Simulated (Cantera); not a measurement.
Charge: 1 mol SiF₄, 0.22 mol NO, a varied amount of N₂, at 1975 K and 133 Pa.

These are equilibrium values from Cantera (NASA tables, ideal gas, pure condensed phases), not measurements of a reactor. Candidate condensed phases: Si, SiO₂, Si₂N₂O, Si₃N₄; 28 gas species. The tables' values for SiF₃ are old estimates; treat these amounts as uncertain. Equilibrium is a limit: real reactors are often held back by kinetics, nucleation or transport.

Task: At 140 mol N₂, list the 5 most abundant gas species with their mole fractions, and the condensed phases.

Result: N₂ 0.991, SiF₄ 0.00680, F 0.000478, O₂ 0.000414, NO 0.000356. Condensed: gas only.
